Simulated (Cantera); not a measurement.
**SiH2Cl2 + NO (silicon oxide and oxynitride deposition)**

Feed: 1 mol SiH2Cl2, 1.4 mol NO, held at 11.3 Torr.

Cantera equilibrium calculation (NASA polynomials, part measured and part estimated; ideal gas, pure solids and liquids). Candidate condensed phases: H2O, NH4Cl, Si, SiO2, Si2N2O, Si3N4; 47 gas species. Mutual solubility and eutectic melting of coexisting phases are not modelled. The tables' values for SiCl3, SiO2 are old estimates; treat these amounts as uncertain. The tables hold silica as quartz up to 1696 K and as liquid above; real silica turns to tridymite and cristobalite and melts near 1996 K. Equilibrium is a limit: real reactors are often held back by kinetics, nucleation or transport.

From 875 °C to 1325 °C the condensed part is SiO2(β-quartz) + Si2N2O(s). At 1400 °C the condensed part is SiO2(β-quartz). From 1475 °C to 1700 °C the condensed part is SiO2(condensed). From 1775 °C to 1850 °C the condensed part is SiO2(l). The main Si-bearing gas is SiCl4 at 875 °C and SiO at 1850 °C. The share of Si in condensed phases is highest at 875 °C (93.7 %) and lowest at 1850 °C (38.5 %).

```json
[
 {"T (°C)": "875", "x HCl": "0.705", "x N2": "0.219", "x SiO": "4.06e-9", "x H2": "0.0509", "x Cl": "1.61e-6", "x SiCl2": "6.35e-6", "x SiCl4": "0.0253", "x SiCl3": "0.000121", "n SiO2(β-quartz)": "0.621", "n Si2N2O(s)": "0.158", "n SiO2(condensed)": "0", "n SiO2(l)": "0"},
 {"T (°C)": "950", "x HCl": "0.697", "x N2": "0.220", "x SiO": "1.05e-7", "x H2": "0.0552", "x Cl": "6.27e-6", "x SiCl2": "5.07e-5", "x SiCl4": "0.0272", "x SiCl3": "0.000416", "n SiO2(β-quartz)": "0.623", "n Si2N2O(s)": "0.154", "n SiO2(condensed)": "0", "n SiO2(l)": "0"},
 {"T (°C)": "1025", "x HCl": "0.688", "x N2": "0.222", "x SiO": "1.86e-6", "x H2": "0.0594", "x Cl": "2.08e-5", "x SiCl2": "0.000314", "x SiCl4": "0.0286", "x SiCl3": "0.00123", "n SiO2(β-quartz)": "0.625", "n Si2N2O(s)": "0.150", "n SiO2(condensed)": "0", "n SiO2(l)": "0"},
 {"T (°C)": "1100", "x HCl": "0.678", "x N2": "0.224", "x SiO": "2.38e-5", "x H2": "0.0641", "x Cl": "6.03e-5", "x SiCl2": "0.00156", "x SiCl4": "0.0288", "x SiCl3": "0.00312", "n SiO2(β-quartz)": "0.628", "n Si2N2O(s)": "0.144", "n SiO2(condensed)": "0", "n SiO2(l)": "0"},
 {"T (°C)": "1175", "x HCl": "0.662", "x N2": "0.227", "x SiO": "0.000232", "x H2": "0.0700", "x Cl": "0.000154", "x SiCl2": "0.00622", "x SiCl4": "0.0267", "x SiCl3": "0.00672", "n SiO2(β-quartz)": "0.633", "n Si2N2O(s)": "0.134", "n SiO2(condensed)": "0", "n SiO2(l)": "0"},
 {"T (°C)": "1250", "x HCl": "0.633", "x N2": "0.233", "x SiO": "0.00179", "x H2": "0.0789", "x Cl": "0.000341", "x SiCl2": "0.0196", "x SiCl4": "0.0207", "x SiCl3": "0.0117", "n SiO2(β-quartz)": "0.642", "n Si2N2O(s)": "0.110", "n SiO2(condensed)": "0", "n SiO2(l)": "0"},
 {"T (°C)": "1325", "x HCl": "0.578", "x N2": "0.244", "x SiO": "0.0113", "x H2": "0.0930", "x Cl": "0.000651", "x SiCl2": "0.0465", "x SiCl4": "0.0118", "x SiCl3": "0.0149", "n SiO2(β-quartz)": "0.654", "n Si2N2O(s)": "0.0619", "n SiO2(condensed)": "0", "n SiO2(l)": "0"},
 {"T (°C)": "1400", "x HCl": "0.522", "x N2": "0.250", "x SiO": "0.0463", "x H2": "0.0958", "x Cl": "0.00123", "x SiCl2": "0.0662", "x SiCl4": "0.00502", "x SiCl3": "0.0126", "n SiO2(β-quartz)": "0.635", "n Si2N2O(s)": "0", "n SiO2(condensed)": "0", "n SiO2(l)": "0"},
 {"T (°C)": "1475", "x HCl": "0.547", "x N2": "0.238", "x SiO": "0.0865", "x H2": "0.0664", "x Cl": "0.00305", "x SiCl2": "0.0483", "x SiCl4": "0.00238", "x SiCl3": "0.00802", "n SiO2(β-quartz)": "0", "n Si2N2O(s)": "0", "n SiO2(condensed)": "0.573", "n SiO2(l)": "0"},
 {"T (°C)": "1550", "x HCl": "0.565", "x N2": "0.226", "x SiO": "0.126", "x H2": "0.0406", "x Cl": "0.00756", "x SiCl2": "0.0284", "x SiCl4": "0.00108", "x SiCl3": "0.00445", "n SiO2(β-quartz)": "0", "n Si2N2O(s)": "0", "n SiO2(condensed)": "0.505", "n SiO2(l)": "0"},
 {"T (°C)": "1625", "x HCl": "0.569", "x N2": "0.217", "x SiO": "0.155", "x H2": "0.0249", "x Cl": "0.0174", "x SiCl2": "0.0131", "x SiCl4": "0.000391", "x SiCl3": "0.00194", "n SiO2(β-quartz)": "0", "n Si2N2O(s)": "0", "n SiO2(condensed)": "0.449", "n SiO2(l)": "0"},
 {"T (°C)": "1700", "x HCl": "0.559", "x N2": "0.210", "x SiO": "0.172", "x H2": "0.0200", "x Cl": "0.0325", "x SiCl2": "0.00403", "x SiCl4": "7.22e-5", "x SiCl3": "0.000492", "n SiO2(β-quartz)": "0", "n Si2N2O(s)": "0", "n SiO2(condensed)": "0.414", "n SiO2(l)": "0"},
 {"T (°C)": "1775", "x HCl": "0.540", "x N2": "0.207", "x SiO": "0.177", "x H2": "0.0226", "x Cl": "0.0486", "x SiCl2": "0.000838", "x SiCl4": "6.59e-6", "x SiCl3": "7.18e-5", "n SiO2(β-quartz)": "0", "n Si2N2O(s)": "0", "n SiO2(condensed)": "0", "n SiO2(l)": "0.399"},
 {"T (°C)": "1850", "x HCl": "0.514", "x N2": "0.204", "x SiO": "0.179", "x H2": "0.0270", "x Cl": "0.0672", "x SiCl2": "0.000172", "x SiCl4": "5.68e-7", "x SiCl3": "1.01e-5", "n SiO2(β-quartz)": "0", "n Si2N2O(s)": "0", "n SiO2(condensed)": "0", "n SiO2(l)": "0.385"}
]
```
x: gas mole fraction; n: condensed amount in mol.
